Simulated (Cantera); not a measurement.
# Equilibrium for hydrogen reduction and annealing atmospheres: V₂O₅ + H₂

A closed system holds: 1 mol V₂O₅, 280 mol H₂, held at 80.0 Pa.

Cantera equilibrium calculation (NASA polynomials, part measured and part estimated; ideal gas, pure solids and liquids). Candidate condensed phases: H₂O, V, VO, V₂O₃, V₂O₄, V₂O₅; 12 gas species. VO: taken at fixed stoichiometry. Condensed phases not in the tables: the oxides between V₂O₃ and V₂O₅ other than VO₂. Rates play no part.

From 1025 K to 1625 K the condensed part is V₂O₃(s). From 1725 K to 1925 K the condensed part is VO(s). From 2025 K to 2125 K nothing is condensed.

```csv
T (K),x H₂,x H,x H₂O,x VO₂,x VO,x V,x OH,x O,n V₂O₃(s),n VO(s)
1025,0.993,1.53e-7,0.00714,<1e-12,<1e-12,<1e-12,2.95e-12,<1e-12,1.00,0
1125,0.993,1.57e-6,0.00714,1.79e-12,<1e-12,<1e-12,5.87e-11,<1e-12,1.00,0
1225,0.993,1.10e-5,0.00714,1.22e-10,1.19e-12,<1e-12,7.19e-10,<1e-12,1.00,0
1325,0.993,5.76e-5,0.00714,4.30e-9,9.50e-11,<1e-12,6.05e-9,<1e-12,1.000,0
1425,0.993,0.000240,0.00714,9.08e-8,4.01e-9,6.47e-12,3.78e-8,8.22e-12,1.000,0
1525,0.992,0.000833,0.00714,1.27e-6,1.02e-7,3.67e-10,1.86e-7,1.34e-10,1.000,0
1625,0.990,0.00248,0.00713,1.26e-5,1.71e-6,1.25e-8,7.52e-7,1.55e-9,0.998,0
1725,0.983,0.00651,0.0106,0.000116,1.67e-5,1.52e-7,3.85e-6,2.03e-8,0,1.96
1825,0.974,0.0154,0.0101,0.000544,0.000123,2.04e-6,1.11e-5,1.35e-7,0,1.81
1925,0.956,0.0330,0.00857,0.00193,0.000725,2.29e-5,2.56e-5,6.60e-7,0,1.23
2025,0.921,0.0653,0.00641,0.00400,0.00269,0.000172,4.75e-5,2.45e-6,0,0
2125,0.867,0.120,0.00662,0.00352,0.00290,0.000256,0.000113,1.11e-5,0,0
```
x: gas mole fraction; n: condensed amount in mol.
